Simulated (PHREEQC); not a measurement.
0.061 g of hydrous ferric oxide (600 m²/g; 0.2 weak and 0.005 strong sites per Fe, Dzombak-Morel constants, diffuse double layer) in 1 kg of water with 0.05 mol/kgw of an inert sodium salt and 0.0015 mmol/kgw CuSO4, at 25 °C; the pH is set by adding NaOH or the inert anion's acid. Oxygen is held at 0.21 atm. The system is closed to CO2. Nothing may precipitate in this run.

The series has 17 steps of pH, from 4 to 12.

All values are PHREEQC results (ion-association model, wateq4f.dat), not measurements.

Near which pH is half of the S sorbed, and on which side is more sorbed?

Near pH 5.8, with more sorbed at lower pH.

Near which pH is half of the Cu sorbed, and on which side is more sorbed?

Near pH 5.3, with more sorbed at higher pH.

Complexes and solids missing from the database can't appear. The database's constant for dissolved Cu(OH)2 is higher than later reviews accept.
